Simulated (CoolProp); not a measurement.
Properties of CH2F2 (R32) along the isotherm -41.75 °C (Tc = 78.1 °C, pc = 5.783 MPa, ω = 0.277).

Values from CoolProp's reference Helmholtz-energy equation of state, Tillner-Roth 1997.

| p (MPa) | phase | speed of sound (m/s) | isothermal compressibility (1/MPa) | fugacity coefficient |
|---|---|---|---|---|
| 0.0914 | gas | 213.2 | 11.30 | 0.9702 |
| 0.154 | gas | 210.0 | 6.888 | 0.9496 |
| 0.26 | liquid | 919.9 | 0.001707 | 0.5974 |
| 0.439 | liquid | 920.9 | 0.001702 | 0.3553 |
| 0.742 | liquid | 922.7 | ___ | 0.2117 |
| 1.25 | liquid | ___ | ___ | 0.1271 |
| 2.11 | liquid | 930.5 | 0.001655 | ___ |
| 3.56 | liquid | ___ | 0.001616 | 0.04703 |
| 6.02 | liquid | 952.2 | 0.001555 | 0.02941 |
| 10.2 | liquid | 974.2 | 0.001463 | 0.01907 |
| 17.1 | liquid | 1008 | 0.001334 | 0.01327 |
| 28.9 | liquid | ___ | 0.001162 | 0.01019 |

Task: What belongs in the gaps?

Result: 
- 0.742, isothermal compressibility (1/MPa): 0.001693
- 1.25, speed of sound (m/s): 925.6
- 1.25, isothermal compressibility (1/MPa): 0.001679
- 2.11, fugacity coefficient: 0.07678
- 3.56, speed of sound (m/s): 938.7
- 28.9, speed of sound (m/s): 1062
